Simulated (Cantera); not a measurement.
A perfectly stirred reactor is fed with CH4 : H2O = 1 : 3.7 (molar parts), at 7.70 atm; it is held at 2075 K, and followed from long to short residence time.

Computed with Cantera and GRI-Mech 3.0 (53 species, 325 reactions).

Q: Predict: x(CH4) at τ = 9.10 s; x(H2O) at τ = 9.10 s; x(CO2) at τ = 9.10 s; x(CH4) at τ = 0.140 s; x(H2O) at τ = 0.140 s; x(C2H6) at τ = 0.140 s; x(C2H4) at τ = 0.140 s; x(CO2) at τ = 0.140 s.

A: 
```
Quantity                 Result
----------------------  -------
x(CH4) at τ = 9.10 s    2.57e-5
x(H2O) at τ = 9.10 s      0.381
x(CO2) at τ = 9.10 s     0.0214
x(CH4) at τ = 0.140 s   0.00148
x(H2O) at τ = 0.140 s     0.384
x(C2H6) at τ = 0.140 s  5.41e-8
x(C2H4) at τ = 0.140 s  2.13e-6
x(CO2) at τ = 0.140 s    0.0215
```
